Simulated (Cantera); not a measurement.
Input: 1 mol Ti, 0.54 mol H2O, 300 mol H2, held at 10.0 mbar.

Cantera equilibrium calculation (NASA polynomials, part measured and part estimated; ideal gas, pure solids and liquids). Candidate condensed phases: H2O, Ti, TiO, TiO2, Ti2O3, Ti3O5, Ti4O7; 12 gas species. Mutual solubility and eutectic melting of coexisting phases are not modelled. TiO: taken at fixed stoichiometry. Condensed phases not in the tables: N, O or C dissolved in the metal. The numbers say what is thermodynamically allowed, not how fast it happens. All values below are at 1152 °C.

Base state: H2 1.000, H 6.82e-5 (mole fractions); condensed: Ti(β) + TiO(s).

Problem. What changes in the equilibrium state with this change: Ti replaced by Al?

Solution. 
```csv
species,before,after
H2,1.000,0.999
Al,0,0.000360
Al2O,0,0.000191
AlH,0,5.90e-5
H,6.82e-5,6.82e-5
"Ti(β), mol",0.460,0
"TiO(s), mol",0.540,0
"Al(l), mol",0,0.438
"Al2O3(s), mol",0,0.161
```
Further candidate phases: Al, Al2O3.
